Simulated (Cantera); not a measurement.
Feed: 1 mol SiH₂Cl₂, 0.018 mol HCl, 55 mol H₂, equilibrated at 1477 °C and 3.00 mbar.

Equilibrium computed with Cantera from the NASA thermochemical tables; the gas is ideal and each condensed phase is pure. Candidate condensed phases: Si; 19 gas species. The tables' values for SiCl are old estimates; treat these amounts as uncertain. Gases not in the tables: Si₂H₆ and higher silanes. Rates play no part.

Base state: H₂ 0.963, HCl 0.0292, H 0.00417, SiCl₂ 0.00294, Si 0.000500, Cl 9.75e-5, SiCl 9.58e-5, SiH 3.56e-5 (mole fractions); condensed: Si(l).

Q: What changes in the equilibrium state with this change: temperature from 1477 °C to 1075 °C?

A: 
```
species       before    after
----------  --------  -------
H₂             0.963    0.967
HCl           0.0292   0.0300
SiCl₂        0.00294  0.00262
H            0.00417  4.15e-5
Si          0.000500  6.27e-8
SiH          3.56e-5  2.18e-8
Si(l), mol     0.794        0
Si(s), mol         0    0.848
```
The tables' values for SiCl₃ are old estimates; treat these amounts as uncertain.
